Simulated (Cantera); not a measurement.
A perfectly stirred reactor is fed with C2H6 : N2 = 1 : 1.9 (molar parts), at 0.148 atm; it is held at 1123 K, and followed from long to short residence time.

Model: GRI-Mech 3.0 (53 species, 325 reactions), integrated in Cantera. GRI-Mech 3.0 stops at C3 and has no aromatics, soot or wall deposition, so with more carbon than oxygen in the feed, carbon stays in small species such as C2H2 where larger ones or solid carbon would form.

Q: Predict: x(C2H6) at τ = 0.830 s; x(CH3) at τ = 0.830 s; x(H2) at τ = 0.830 s; x(C2H6) at τ = 13.0 ms; x(CH3) at τ = 13.0 ms; x(H2) at τ = 13.0 ms.

A: 
```
Item                      Value
----------------------  -------
x(C2H6) at τ = 0.830 s   0.0493
x(CH3) at τ = 0.830 s   8.08e-6
x(H2) at τ = 0.830 s      0.206
x(C2H6) at τ = 13.0 ms    0.320
x(CH3) at τ = 13.0 ms   1.63e-5
x(H2) at τ = 13.0 ms     0.0169
```
